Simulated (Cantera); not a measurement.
Input: 1 mol CaO, 2.7 mol O2, 0.17 mol H2O, equilibrated at 1.30 bar.

These are equilibrium values from Cantera (NASA tables, ideal gas, pure condensed phases), not measurements of a reactor. Candidate condensed phases: Ca, CaO, Ca(OH)2, H2O; 14 gas species. Equilibrium is a limit: real reactors are often held back by kinetics, nucleation or transport.

x: gas mole fraction; n: condensed amount in mol.

| T (K) | x O2 | x H2O | x OH | x O | x H2 | n CaO(s) | n Ca(OH)2(s) |
|---|---|---|---|---|---|---|---|
| 673 | 0.951 | 0.0490 | 8.42e-12 | <1e-12 | <1e-12 | 0.969 | 0.0309 |
| 773 | 0.941 | 0.0592 | 3.90e-10 | <1e-12 | <1e-12 | 1.00 | 0 |
| 873 | 0.941 | 0.0592 | 7.03e-9 | [?] | <1e-12 | 1.00 | 0 |
| 973 | 0.941 | 0.0592 | 7.01e-8 | [?] | 2.05e-12 | 1.00 | 0 |
| 1073 | 0.941 | 0.0592 | 4.56e-7 | [?] | 3.56e-11 | 1.00 | 0 |
| 1173 | 0.941 | 0.0592 | 2.16e-6 | [?] | 3.83e-10 | 1.00 | 0 |
| 1273 | 0.941 | 0.0592 | 8.00e-6 | [?] | 2.85e-9 | 1.00 | 0 |
| 1373 | 0.941 | 0.0592 | 2.45e-5 | [?] | 1.59e-8 | 1.00 | 0 |
| 1473 | 0.941 | 0.0592 | 6.46e-5 | [?] | 7.01e-8 | 1.00 | 0 |
| 1573 | 0.941 | 0.0592 | 0.000150 | [?] | 2.57e-7 | 1.00 | 0 |
| 1673 | 0.941 | 0.0591 | 0.000316 | [?] | 8.06e-7 | 1.000 | 0 |
| 1773 | 0.940 | 0.0589 | 0.000611 | [?] | 2.22e-6 | 1.000 | 0 |
| 1873 | 0.940 | 0.0587 | 0.00110 | [?] | 5.50e-6 | 1.000 | 0 |
| 1973 | 0.939 | 0.0582 | 0.00186 | [?] | 1.24e-5 | 1.000 | 0 |

What belongs in the gaps?


- 873, x O: 1.61e-12
- 973, x O: 5.76e-11
- 1073, x O: 1.06e-9
- 1173, x O: 1.19e-8
- 1273, x O: 9.15e-8
- 1373, x O: 5.24e-7
- 1473, x O: 2.37e-6
- 1573, x O: 8.88e-6
- 1673, x O: 2.84e-5
- 1773, x O: 7.99e-5
- 1873, x O: 0.000201
- 1973, x O: 0.000461
